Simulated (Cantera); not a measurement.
A freely propagating, adiabatic, planar premixed flame of 37.1 % H₂, 13.2 % O₂, 49.7 % N₂, unburnt at 375 K and 0.197 atm; mixture-averaged transport, grid criteria slope 0.08 and curve 0.16, no radiation.

Cantera simulation using the H2/O2 subset of GRI-Mech 3.0, which has no nitrogen chemistry; the numbers are that mechanism's predictions, not measurements. Burning velocities carry a grid error of a few per cent, more on coarse grids.

Predict: laminar burning velocity; thermal thickness; peak x(H); peak x(O); peak x(HO₂).


```
Quantity                     Value
------------------------  --------
laminar burning velocity  349 cm/s
thermal thickness          3.19 mm
peak x(H)                    0.102
peak x(O)                  0.00804
peak x(HO₂)               0.000154
```
